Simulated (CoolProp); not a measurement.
Vapour-liquid equilibrium of C3F8 (R218) (1) + R134a (2) at -24.15 °C; x and y are mole fractions of (1).

Values from CoolProp's multi-fluid Helmholtz-energy mixture model, Lemmon 2006 and Tillner-Roth 1994; pair parameters Bell 2016.

| x | bubble pressure (bar) | y at the bubble point | dew pressure at overall composition x (bar) | liquid density (mol/L) |
|---|---|---|---|---|
| 0.05 | 1.369 | 0.221 | 1.157 | 13.02 |
| 0.125 | 1.635 | (withheld) | 1.242 | 12.44 |
| 0.2 | 1.801 | 0.465 | 1.339 | 11.90 |
| 0.275 | 1.904 | 0.515 | 1.450 | (withheld) |
| 0.35 | 1.969 | 0.550 | 1.577 | 10.95 |
| 0.425 | (withheld) | 0.578 | 1.720 | 10.53 |
| 0.5 | 2.039 | 0.602 | 1.873 | 10.15 |
| 0.575 | 2.056 | 0.626 | 2.007 | 9.794 |
| 0.65 | 2.062 | 0.653 | 2.062 | 9.471 |
| 0.725 | 2.056 | 0.686 | 2.033 | 9.176 |
| 0.8 | 2.029 | 0.731 | 1.965 | 8.907 |
| 0.875 | 1.969 | 0.796 | 1.881 | 8.662 |
| 0.95 | 1.856 | 0.897 | 1.793 | 8.439 |

Q: Some entries are withheld; supply them.

A: 
- 0.125, y at the bubble point: 0.382
- 0.275, liquid density (mol/L): 11.41
- 0.425, bubble pressure (bar): 2.011

y crosses x between x = 0.65 and 0.725: the model has an azeotrope there.

Pair parameters are fitted to limited data, so mixtures are less certain than the pure fluids.
